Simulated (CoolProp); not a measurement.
The numbers come from the reference Helmholtz-energy equation of state, Eisenbach 2021 in CoolProp.

Q: For propylene glycol, give the phase and the density (kg/m³), cv (kJ/(kg K)), isothermal compressibility (1/MPa), fugacity coefficient at 282.15 °C and 31.2 MPa; 308.05 °C and 31.2 MPa; 320.95 °C and 31.2 MPa.

A: 
- 282.15 °C and 31.2 MPa: liquid; density 833, cv 3.08, isothermal compressibility 0.00161, fugacity coefficient 0.0551
- 308.05 °C and 31.2 MPa: liquid; density 805, cv 3.13, isothermal compressibility 0.00195, fugacity coefficient 0.0848
- 320.95 °C and 31.2 MPa: liquid; density 791, cv 3.16, isothermal compressibility 0.00217, fugacity coefficient 0.103
